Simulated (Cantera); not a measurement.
An adiabatic, constant-volume homogeneous reactor starts with 6.38 % C2H4, 8.68 % O2, 79.1 % N2, 5.81 % H2O, at 1325 K and 6.00 bar.

Computed with Cantera and GRI-Mech 3.0 (53 species, 325 reactions). GRI-Mech 3.0 was tuned for natural gas; its chemistry of ethylene as a main component is partial and can be far from experiment.

One state of this run: T (K) = 2271; P (bar) = 11.4; x C2H4 = <1e-12; x O2 = 2.09e-7; x H2O = 0.0782; x HCO = 1.73e-7; x HO2 = 3.80e-10; x CH2 = 2.08e-12; x C2H = <1e-12. x: mole fraction; the columns are a selection and need not sum to one.

**Question.** Which value of t (s) does it belong to?
A) 7.58e-5
B) 5.00e-6
C) 0.000295
D) 0.264

**Answer.** D, 0.264
